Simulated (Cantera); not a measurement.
What does this Cantera script print?

```python
import numpy as np
import cantera as ct

gas_names = """
    H H2 N NH NH2 NH3 N2 N2H2 N2H4 Si SiH SiH2 SiH3 SiH4 SiN Si2 Si2N Si3
""".split()
cond_names = """
    Si(cr) Si(L) Si3N4(a)
""".split()


# ... load() reads the species with a 1 bar reference pressure and builds the phases ...
atoms = {
    'Si3N4': {'Si': 3, 'N': 4},
    'H2': {'H': 2},
}
top_T = {'Si3N4(a)': 2400}  # K; cautious upper limits of use, not melting points


# ... equilibrate(T, P, feed) seeds the gas with the atoms and calls Mixture.equilibrate('TP', solver="vcs", rtol=1e-11, max_steps=5000) ...
results = []
feed = {'Si3N4': 1, 'H2': 0.052}  # mol
T = 2048  # K
P = 13332.2  # Pa
mix = equilibrate(T, P, feed)
results.append((T, P, feed, dict(zip(mix.species_names, mix.species_moles))))
x = sorted(zip(gas.X, gas.species_names), reverse=True)
print(f"T = {T:g} K  P = {P:g} Pa  gas = {mix.phase_moles(0):.4g} mol")
print("   x: " + "  ".join(f"{s} {v:.3e}" for v, s in x if v > 0.001))
print("   condensed (mol): " + ("  ".join(f"{mix.phase(i).name} {mix.phase_moles(i):.4g}"
      for i in range(1, mix.n_phases) if mix.phase_moles(i) > 1e-12) or "none"))
```

Result:

```
T = 2048 K  P = 13332.2 Pa  gas = 2.054 mol
   x: N2 9.735e-01  H2 2.482e-02
   condensed (mol): Si(L) 2.998
```

Method: chemical equilibrium by Gibbs-energy minimisation in Cantera with the NASA 1993 tables (ideal gas, pure condensed phases). The tables' values for SiN are old estimates; treat these amounts as uncertain.
